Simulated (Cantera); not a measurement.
A Cantera script and what it prints.

```python
import numpy as np
import cantera as ct

gas_names = """
    CL CL2 H HCL H2 N NH NH2 NH3 N2 N2H2 N2H4 Si SiCL SiCL2 SiCL3 SiCL4 SiH SiHCL3 SiH2 SiH2CL2 SiH3
    SiH3CL SiH4 SiN Si2 Si2N Si3
""".split()
cond_names = """
    NH4CL(a) NH4CL(b) Si(cr) Si(L) Si3N4(a)
""".split()


# ... load() reads the species with a 1 bar reference pressure and builds the phases ...
atoms = {
    'SiH4': {'Si': 1, 'H': 4},
    'HCl': {'H': 1, 'CL': 1},
    'N2': {'N': 2},
}
top_T = {'Si3N4(a)': 2400}  # K; cautious upper limits of use, not melting points


# ... equilibrate(T, P, feed) seeds the gas with the atoms and calls Mixture.equilibrate('TP', solver="vcs", rtol=1e-11, max_steps=5000) ...
results = []
feed = {'SiH4': 1, 'HCl': 1.4, 'N2': 5.7}  # mol
P = 133.322  # Pa
for T in [800, 875, 950, 1025, 1100, 1175, 1250, 1325, 1400, 1475, 1550, 1625, 1700]:
    mix = equilibrate(T, P, feed)
    results.append((T, P, feed, dict(zip(mix.species_names, mix.species_moles))))
    x = sorted(zip(gas.X, gas.species_names), reverse=True)
    print(f"T = {T:g} K  P = {P:g} Pa  gas = {mix.phase_moles(0):.4g} mol")
    print("   x: " + "  ".join(f"{s} {v:.3e}" for v, s in x if v > 1e-05))
    print("   condensed (mol): " + ("  ".join(f"{mix.phase(i).name} {mix.phase_moles(i):.4g}"
          for i in range(1, mix.n_phases) if mix.phase_moles(i) > 1e-12) or "none"))
```

Output:

```
T = 800 K  P = 133.322 Pa  gas = 8.429 mol
   x: N2 5.981e-01  H2 2.403e-01  HCL 1.601e-01  SiCL4 1.495e-03
   condensed (mol): Si3N4(a) 0.3291
T = 875 K  P = 133.322 Pa  gas = 8.43 mol
   x: N2 5.977e-01  H2 2.392e-01  HCL 1.620e-01  SiCL4 1.006e-03
   condensed (mol): Si3N4(a) 0.3305
T = 950 K  P = 133.322 Pa  gas = 8.431 mol
   x: N2 5.975e-01  H2 2.387e-01  HCL 1.632e-01  SiCL4 7.175e-04
   condensed (mol): Si3N4(a) 0.3313
T = 1025 K  P = 133.322 Pa  gas = 8.432 mol
   x: N2 5.973e-01  H2 2.383e-01  HCL 1.638e-01  SiCL4 5.371e-04
   condensed (mol): Si3N4(a) 0.3318
T = 1100 K  P = 133.322 Pa  gas = 8.432 mol
   x: N2 5.972e-01  H2 2.381e-01  HCL 1.642e-01  SiCL4 4.175e-04  SiCL3 2.801e-05  SiCL2 2.615e-05
   condensed (mol): Si3N4(a) 0.332
T = 1175 K  P = 133.322 Pa  gas = 8.433 mol
   x: N2 5.972e-01  H2 2.381e-01  HCL 1.641e-01  SiCL4 3.323e-04  SiCL2 1.652e-04  SiCL3 7.495e-05  SiHCL3 1.137e-05
   condensed (mol): Si3N4(a) 0.3317
T = 1250 K  P = 133.322 Pa  gas = 8.437 mol
   x: N2 5.974e-01  H2 2.387e-01  HCL 1.627e-01  SiCL2 8.172e-04  SiCL4 2.626e-04  SiCL3 1.731e-04  SiHCL3 1.371e-05
   condensed (mol): Si3N4(a) 0.3298
T = 1325 K  P = 133.322 Pa  gas = 8.451 mol
   x: N2 5.980e-01  H2 2.407e-01  HCL 1.575e-01  SiCL2 3.173e-03  SiCL3 3.336e-04  SiCL4 1.906e-04  H 2.197e-05  SiHCL3 1.491e-05  CL 1.205e-05
   condensed (mol): Si3N4(a) 0.3229
T = 1400 K  P = 133.322 Pa  gas = 8.487 mol
   x: N2 5.997e-01  H2 2.459e-01  HCL 1.444e-01  SiCL2 9.302e-03  SiCL3 4.918e-04  SiCL4 1.104e-04  H 6.606e-05  CL 3.193e-05  SiHCL3 1.331e-05
   condensed (mol): Si3N4(a) 0.3053
T = 1475 K  P = 133.322 Pa  gas = 8.549 mol
   x: N2 6.025e-01  H2 2.547e-01  HCL 1.220e-01  SiCL2 1.997e-02  SiCL3 5.171e-04  H 1.793e-04  CL 6.956e-05  SiCL4 4.555e-05
   condensed (mol): Si3N4(a) 0.2748
T = 1550 K  P = 133.322 Pa  gas = 8.625 mol
   x: N2 6.057e-01  H2 2.651e-01  HCL 9.553e-02  SiCL2 3.268e-02  H 4.441e-04  SiCL3 4.041e-04  CL 1.278e-04  SiCL 2.324e-05  SiCL4 1.392e-05
   condensed (mol): Si3N4(a) 0.2381
T = 1625 K  P = 133.322 Pa  gas = 8.698 mol
   x: N2 6.085e-01  H2 2.743e-01  HCL 7.129e-02  SiCL2 4.427e-02  H 1.012e-03  SiCL3 2.615e-04  CL 2.071e-04  SiCL 1.131e-04  Si 8.336e-05
   condensed (mol): Si3N4(a) 0.2036
T = 1700 K  P = 133.322 Pa  gas = 9.117 mol
   x: N2 6.252e-01  H2 2.657e-01  HCL 5.888e-02  SiCL2 4.675e-02  H 2.080e-03  Si 5.090e-04  CL 3.584e-04  SiCL 3.443e-04  SiCL3 1.570e-04  Si2N 1.607e-05  SiH 1.482e-05
   condensed (mol): Si(L) 0.564
```

Equilibrium computed with Cantera from the NASA thermochemical tables; the gas is ideal and each condensed phase is pure. N2 is the only nitrogen source here; it is nearly inert below about 1500 K, so the nitride shown seldom forms there in practice. The tables' values for SiCl3, SiCl are old estimates; treat these amounts as uncertain.
